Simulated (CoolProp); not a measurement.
Fluoroethane (R161) along the isobar 5 MPa: Z from the reference equation and from simpler models built on Tc = 102.1 °C, pc = 5.010 MPa, ω = 0.216; each cubic takes its own stable root.

Computed with CoolProp (reference Helmholtz-energy equation of state, Wu 2012).

```
T (°C)   phase  reference
------  ------  ---------
7.85    liquid     0.1363
17.15   liquid     0.1348
26.55   liquid     0.1338
35.85   liquid     0.1333
45.15   liquid     0.1333
54.45   liquid     0.1340
63.75   liquid     0.1355
73.05   liquid     0.1381
82.45   liquid     0.1427
91.75   liquid     0.1513
110.35     gas     0.5267
119.65     gas     0.6033
129.05     gas     0.6551
138.35     gas     0.6939
147.65     gas     0.7252
```

Task: How far does each simpler model (Redlich-Kwong, Soave-Redlich-Kwong) lie from the reference over these 15 states: mean and median of the absolute difference, and the worst?

Result: 
- Redlich-Kwong: mean 18.5 %, median 23.5 %, worst +36.8 % at 91.75 °C and 5 MPa
- Soave-Redlich-Kwong: mean 16.3 %, median 19.4 %, worst +33.0 % at 91.75 °C and 5 MPa
